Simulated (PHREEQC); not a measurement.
Polishing slurry liquid (model solution)

Solution (25 °C): 0.00098 mol NH3 and 3.5e-05 mol KH2PO4 per kg of water. Closed to the air; pH follows from the charge balance.

All values are PHREEQC results (ion-association model, phreeqc.dat), not measurements.

* **pH**: 10.02
* **ionic strength**: 0.000213 mol/kgw
* **total alkalinity**: 0.980 meq/kg

| species | molality | activity | log γ |
|---|---|---|---|
| NH3 | 0.000837 | 0.000837 | 0.000 |
| NH4+ | 0.000143 | 0.000140 | -0.007 |
| OH- | 0.000108 | 0.000106 | -0.007 |
| K+ | 3.50e-5 | 3.44e-5 | -0.007 |
| HPO4-2 | 3.48e-5 | 3.25e-5 | -0.029 |
| PO4-3 | 1.78e-7 | 1.53e-7 | -0.066 |
| H2PO4- | 5.09e-8 | 5.01e-8 | -0.007 |

This is a speciation only: nothing precipitates in the calculation. Complexes and solids missing from the database can't appear.
